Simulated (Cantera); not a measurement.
Input: 1 mol CCl4, 2 mol H2, at 600 K and 133 Pa.

Equilibrium computed with Cantera from the NASA thermochemical tables; the gas is ideal and each condensed phase is pure. Candidate condensed phases: C, C6H6, C7H8, C8H18; 91 gas species. The numbers say what is thermodynamically allowed, not how fast it happens.

Base state: HCl 1.00 (mole fractions); condensed: C(graphite).

Q: What changes in the equilibrium state with this change: H2 from 2 to 2.6 mol?

A: 
```json
[
 {"species": "HCl", "before": "1.00", "after": "0.871"},
 {"species": "H2", "before": "2.96e-9", "after": "0.127"},
 {"species": "CH4", "before": "<1e-9", "after": "0.00202"},
 {"species": "C(graphite), mol", "before": "1.00", "after": "0.991"}
]
```
